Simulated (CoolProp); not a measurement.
Vapour-liquid equilibrium of hydrogen sulfide (1) + n-butane (2) at 0.229 MPa; x and y are mole fractions of (1).

Computed with CoolProp (multi-fluid Helmholtz-energy mixture model, Lemmon 2006 and Bücker 2006; pair parameters Kunz 2012).

Question: Give the bubble temperature and the first vapour's composition at x = 0.35, 0.65, 0.75. Is there an azeotrope?

Answer: x = 0.35: 240.8 K, y = 0.913; x = 0.65: 234.8 K, y = 0.948; x = 0.75: 233.7 K, y = 0.957. No azeotrope shows between x = 0.05 and 0.95.

The pair parameters rest on a limited set of measurements; away from them the model extrapolates. With so large a gap from Raoult's law the liquid may split in two, which this calculation doesn't test in full.
